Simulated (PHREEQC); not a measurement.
0.071 g of hydrous ferric oxide (600 m²/g; 0.2 weak and 0.005 strong sites per Fe, Dzombak-Morel constants, diffuse double layer) in 1 kg of water with 0.001 mol/kgw of an inert sodium salt and 0.00024 mol/kgw Na2SO4 and 1.1e-05 mol/kgw NaH2PO4, at 25 °C; the pH is set by adding NaOH or the inert anion's acid. O2 is buffered at 0.21 atm. No CO2 enters from the air. No solid was allowed to form.

All values are PHREEQC results (ion-association model, wateq4f.dat), not measurements.

```tsv
pH	S sorbed (%)	P sorbed (%)	surface charge σ (C/m²)	surface potential ψ (mV)
4	28.5	99.3	0.016	97
4.38	27.0	99.5	0.015	95
5.12	21.7	99.8	0.013	88
5.5	17.7	99.8	0.012	83
5.88	13.2	99.9	0.010	76
6.62	5.0	99.9	0.007	58
7	2.0	99.8	0.005	45
7.38	0.5	99.5	0.003	28
8.12	0.0	92.4	-0.001	-12
8.5	0.0	73.6	-0.003	-32
8.88	0.0	41.3	-0.005	-49
9.62	0.0	3.7	-0.013	-86
10	0.0	0.8	-0.020	-106
```

H3PO4, which wateq4f.dat lacks, is added to it with the constant of phreeqc.dat.
